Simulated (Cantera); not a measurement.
Input: 1 mol Si2H6, 4.1 mol O2, held at 827 °C and 0.133 bar.

Cantera equilibrium calculation (NASA polynomials, part measured and part estimated; ideal gas, pure solids and liquids). Candidate condensed phases: H2O, Si, SiO2; 18 gas species. The feed counts by its element totals alone. Equilibrium is a limit: real reactors are often held back by kinetics, nucleation or transport.

Base state: H2O 0.833, O2 0.167 (mole fractions); condensed: SiO2(β-quartz).

**Question.** What changes in the equilibrium state with this change: Si2H6 replaced by SiH4?

**Answer.** 
```tsv
species	before	after
O2	0.167	0.512
H2O	0.833	0.488
SiO2(β-quartz), mol	2.00	1.00
```
